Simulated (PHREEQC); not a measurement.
Solution (20 °C): 1.4 mmol/kgw NH4Br and 0.00079 mmol/kgw H4SiO4. Closed to the air; pH follows from the charge balance.

Computed with PHREEQC (ion-association model, phreeqc.dat).

```yaml
pH: 6.14
ionic_strength: 0.00140 mol/kgw
specific_conductance: 181 µS/cm
```

```json
[
 {"species": "Br-", "molality": "0.00140", "activity": "0.00134", "log γ": "-0.018"},
 {"species": "NH4+", "molality": "0.00140", "activity": "0.00134", "log γ": "-0.018"},
 {"species": "H4SiO4", "molality": "7.90e-7", "activity": "7.90e-7", "log γ": "0.000"},
 {"species": "H+", "molality": "7.50e-7", "activity": "7.21e-7", "log γ": "-0.017"},
 {"species": "NH3", "molality": "7.40e-7", "activity": "7.40e-7", "log γ": "0.000"},
 {"species": "OH-", "molality": "9.90e-9", "activity": "9.49e-9", "log γ": "-0.018"}
]
```

Precipitation was switched off in this run.
